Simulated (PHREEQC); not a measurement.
1.5 g of hydrous ferric oxide (600 m²/g; 0.2 weak and 0.005 strong sites per Fe, Dzombak-Morel constants, diffuse double layer) in 1 kg of water with 0.3 mol/kgw of an inert sodium salt and 0.00011 mol MgCl2, at 25 °C; the pH is set by adding NaOH or the inert anion's acid. Oxygen alone is held at its pressure in air (log pO2 = -0.68). No CO2 enters from the air. Nothing may precipitate in this run.

All values are PHREEQC results (ion-association model, wateq4f.dat), not measurements.

| pH | Mg sorbed (%) | surface charge σ (C/m²) | surface potential ψ (mV) |
|---|---|---|---|
| 4 | 0.0 | 0.349 | 123 |
| 4.38 | 0.0 | 0.328 | 120 |
| 5.12 | 0.0 | 0.256 | 107 |
| 5.5 | 0.0 | 0.211 | 98 |
| 6.25 | 0.2 | 0.129 | 74 |
| 6.62 | 0.7 | 0.096 | 61 |
| 7.38 | 12.4 | 0.042 | 31 |
| 7.75 | 37.5 | 0.021 | 16 |
| 8.5 | 91.5 | -0.018 | -14 |
| 8.88 | 97.9 | -0.040 | -30 |
| 9.62 | 99.9 | -0.092 | -59 |
| 10 | 100.0 | -0.125 | -73 |
